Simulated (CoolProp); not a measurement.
Saturated liquid density (kg/m³) of the fluoroketone C6F12O (FK-5-1-12): the reference equation beside estimates from Tc = 441.8 K, pc = 1.869 MPa, ω = 0.471. Rackett uses Z = 0.29056 − 0.08775 ω.

Computed with CoolProp (reference Helmholtz-energy equation of state, McLinden 2015).

```tsv
T (K)	reference	Rackett	van der Waals	Redlich-Kwong	Soave-Redlich-Kwong	Peng-Robinson
209.1	1850	2052	1070	1591	1654	1857
214.3	1836	2036	1063	1580	1646	1848
219.5	1822	2021	1056	1568	1637	1838
224.7	1808	2006	1049	1557	1628	1829
230	1794	1990	1042	1545	1618	1819
235.2	1780	1974	1035	1533	1608	1808
240.4	1766	1958	1027	1521	1598	1798
245.6	1752	1942	1020	1508	1588	1787
250.8	1738	1926	1013	1496	1577	1776
256.1	1723	1909	1005	1482	1566	1764
261.3	1709	1892	997.0	1469	1555	1752
266.5	1694	1875	989.0	1455	1543	1739
271.7	1679	1858	981.0	1441	1531	1726
276.9	1665	1841	972.8	1427	1519	1713
```

Absolute difference from the reference over all 14 rows, mean and median: Rackett 10.8 and 10.9 %, van der Waals 41.8 and 41.8 %, Redlich-Kwong 14.0 and 13.9 %, Soave-Redlich-Kwong 9.5 and 9.4 %, Peng-Robinson 1.8 and 1.9 %.
